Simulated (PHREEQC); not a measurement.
## Metal-bearing waste water

Make-up at 25 °C: 0.0022 mol ZnSO4, 0.023 mol CuCl2, 4.1e-05 mol HCl and 9.9e-05 mol NaCl per kg of water. Closed to the air; pH follows from the charge balance.

All values are PHREEQC results (ion-association model, wateq4f.dat), not measurements.

Precipitation was switched off in this run.

### Question
Estimate the pH, ionic strength.

### Answer
pH 4.37; ionic strength 0.0714 mol/kgw.

### Question
In which forms is Cl present?

### Answer
Cl- 97 %, CuCl+ 2.4 % of the Cl.

Saturation is exceeded, for instance for Atacamite; the values hold only as long as no solid forms.
